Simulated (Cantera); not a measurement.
An adiabatic, constant-volume homogeneous reactor starts with CH₄ : C₂H₆ : C₃H₈ : O₂ : N₂ = 1 : 0.2 : 0.53 : 4.46 : 16.5 (molar parts), at 1350 K and 100000 Pa.

Computed with Cantera and GRI-Mech 3.0 (53 species, 325 reactions). GRI-Mech 3.0 was tuned for natural gas; its chemistry of propane as a main component is partial and can be far from experiment.

Predict: time of steepest temperature rise; temperature at 0.100 s; equilibrium temperature; x(O₂) at 0.100 s.


| Quantity | Result |
|---|---|
| time of steepest temperature rise | 0.418 ms |
| temperature at 0.100 s | 2926 K |
| equilibrium temperature | 2926 K |
| x(O₂) at 0.100 s | 0.00954 (gas-phase equilibrium 0.00954) |
